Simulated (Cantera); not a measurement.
**Pyrogenic steam for wet oxidation**

An isothermal, constant-pressure homogeneous reactor starts with 36.1 % H2, 32.8 % O2, 31.1 % N2, at 1073 K and 97.5 Torr.

Model: the H2/O2 subset of GRI-Mech 3.0, which has no nitrogen chemistry, integrated in Cantera. The temperature is held fixed by assumption; the heat of reaction is taken as removed at once.

| t (s) | x H2 | x O2 | x H | x OH | x O | x HO2 | x H2O |
|---|---|---|---|---|---|---|---|
| 0.000200 | 0.361 | 0.328 | 3.78e-5 | 2.92e-6 | 6.91e-6 | 2.43e-6 | 4.73e-5 |
| 0.000460 | 0.0508 | 0.198 | 0.0832 | 0.00732 | 0.0166 | 5.96e-5 | 0.301 |
| 0.00106 | 0.00475 | 0.181 | 0.00106 | 0.00134 | 0.00105 | 5.18e-5 | 0.432 |
| 0.00243 | 0.000977 | 0.180 | 4.60e-5 | 0.000370 | 0.000131 | 2.37e-5 | 0.439 |
| 0.00558 | 0.000231 | 0.180 | 4.66e-6 | 0.000168 | 2.61e-5 | 8.22e-6 | 0.440 |
| 0.0128 | 4.56e-5 | 0.180 | 5.05e-7 | 8.66e-5 | 5.82e-6 | 2.10e-6 | 0.440 |
| 0.0295 | 7.09e-6 | 0.180 | 5.40e-8 | 4.59e-5 | 1.47e-6 | 4.64e-7 | 0.440 |
| 0.0678 | 1.00e-6 | 0.180 | 7.09e-9 | 2.55e-5 | 4.38e-7 | 1.16e-7 | 0.440 |
| 0.156 | 2.01e-7 | 0.180 | 1.32e-9 | 1.51e-5 | 1.53e-7 | 3.76e-8 | 0.440 |
| 0.358 | 6.43e-8 | 0.180 | 3.10e-10 | 9.37e-6 | 5.95e-8 | 1.47e-8 | 0.440 |
| 0.823 | 2.45e-8 | 0.180 | 8.09e-11 | 5.99e-6 | 2.44e-8 | 6.51e-9 | 0.440 |
| 1.89 | 1.01e-8 | 0.180 | 2.26e-11 | 3.90e-6 | 1.04e-8 | 3.54e-9 | 0.440 |
| 4.35 | 4.55e-9 | 0.180 | 6.93e-12 | 2.59e-6 | 4.59e-9 | 2.70e-9 | 0.440 |
| 10.0 | 2.52e-9 | 0.180 | 2.77e-12 | 1.83e-6 | 2.30e-9 | 2.79e-9 | 0.440 |
x: mole fraction; the columns are a selection and need not sum to one.

Equilibrium at this temperature and pressure: H2 1.93e-9, O2 0.180, H 1.72e-12, OH 1.47e-6, O 1.47e-9, HO2 3.10e-9, H2O 0.440 (gas phase only).
